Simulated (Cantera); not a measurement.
# Moist CO burnout

An isothermal, constant-pressure homogeneous reactor starts with 0.790 % CO, 0.336 % O2, 0.0751 % H2O, 98.8 % N2, at 1398 K and 230000 Pa.

Detailed kinetics in Cantera: GRI-Mech 3.0 (53 species, 325 reactions).

```csv
t (s),x CO,x O2,x H2O,x H2O2,x OH,x H,x NO
3.00e-6,0.00790,0.00336,0.000751,<1e-12,<1e-12,<1e-12,<1e-12
1.11e-5,0.00790,0.00336,0.000751,<1e-12,5.54e-12,1.20e-12,<1e-12
4.12e-5,0.00790,0.00336,0.000751,<1e-12,4.47e-11,2.63e-11,<1e-12
0.000152,0.00790,0.00336,0.000751,<1e-12,4.00e-10,4.40e-10,<1e-12
0.000565,0.00790,0.00336,0.000751,<1e-12,6.40e-9,8.60e-9,<1e-12
0.00209,0.00784,0.00331,0.000743,8.72e-10,4.49e-6,6.70e-6,3.23e-10
0.00775,0.00243,0.000620,0.000596,9.53e-9,3.35e-5,0.000164,2.77e-6
0.0287,0.00124,5.30e-5,0.000677,1.08e-9,9.73e-6,3.85e-5,3.62e-6
0.106,0.00114,2.10e-6,0.000695,4.06e-11,1.80e-6,7.08e-6,3.65e-6
0.394,0.00114,7.09e-8,0.000699,<1e-12,2.70e-7,1.06e-6,3.56e-6
1.46,0.00114,4.01e-9,0.000699,<1e-12,5.58e-8,2.20e-7,3.48e-6
5.40,0.00114,2.94e-10,0.000699,<1e-12,1.79e-8,7.03e-8,3.38e-6
20.0,0.00114,7.03e-11,0.000699,<1e-12,1.21e-8,4.77e-8,3.20e-6
```
x: mole fraction; the columns are a selection and need not sum to one.

Equilibrium at this temperature and pressure: CO 0.00114, O2 1.42e-11, H2O 0.000699, H2O2 <1e-12, OH 5.89e-9, H 2.31e-8, NO 6.63e-9 (gas phase only).
